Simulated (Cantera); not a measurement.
An isothermal, constant-pressure homogeneous reactor starts with H₂ : O₂ : N₂ = 1.8 : 1 : 12 (molar parts), at 1100 K and 23000 Pa.

Model: GRI-Mech 3.0 (53 species, 325 reactions), integrated in Cantera. The temperature is held fixed by assumption; the heat of reaction is taken as removed at once.

One state of this run: x H₂ = 0.000204; x O₂ = 0.00727; x OH = 8.52e-5; x NO = 5.40e-6; x HO₂ = 1.14e-6; x N₂O = 2.56e-8. x: mole fraction; the columns are a selection and need not sum to one.

Question: Which value of t (s) does it belong to?
(A) 0.0225
(B) 7.11e-5
(C) 30.0
(D) 4.00e-6

Answer: A, 0.0225
